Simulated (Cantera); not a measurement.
Standard-state values (1 bar) from the NASA 1993 polynomials, evaluated with Cantera. Values are per mole of reaction as written; species without (g) are pure solids or liquids, kept so even where they would boil at 1 bar.

6 Cu2O + 2 NH3(g) ⇌ 12 Cu + 2 N(g) + 3 H2O2(g)

```csv
T (K),ΔH° (kJ),ΔS° (J/K),ΔG° (kJ),log10 K,condensed phases
1075,?,?,?,?,"Cu2O(s), Cu(s)"
1150,1639.7,454.4,1117.1,-50.74,"Cu2O(s), Cu(s)"
1225,?,?,?,?,"Cu2O(s), Cu(s)"
1300,?,?,?,?,"Cu2O(s), Cu(s)"
1375,1789.8,564.6,1013.5,-38.50,"Cu2O(s), Cu(l)"
1450,1786.4,562.1,971.3,-34.99,"Cu2O(s), Cu(l)"
1525,?,?,?,?,"Cu2O(l), Cu(l)"
```

Complete the blanks.


- 1075, ΔH° (kJ): 1641.9
- 1075, ΔS° (J/K): 456.4
- 1075, ΔG° (kJ): 1151.2
- 1075, log10 K: -55.94
- 1225, ΔH° (kJ): 1637.3
- 1225, ΔS° (J/K): 452.4
- 1225, ΔG° (kJ): 1083.1
- 1225, log10 K: -46.18
- 1300, ΔH° (kJ): 1634.8
- 1300, ΔS° (J/K): 450.4
- 1300, ΔG° (kJ): 1049.2
- 1300, log10 K: -42.16
- 1525, ΔH° (kJ): 1393.0
- 1525, ΔS° (J/K): 302.7
- 1525, ΔG° (kJ): 931.4
- 1525, log10 K: -31.90
